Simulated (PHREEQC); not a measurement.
**Brine: speciation**

Dissolve 0.17 mol/kgw Na2SO4, 0.0084 mol/kgw MgSO4 and 0.36 mol/kgw MgCl2 at 20 °C. Closed to the air; pH follows from the charge balance.

All values are PHREEQC results (Pitzer model, pitzer.dat), not measurements.

This is a speciation only: nothing precipitates in the calculation.

Q: What activity of water does the model give?

A: activity of water 0.975.
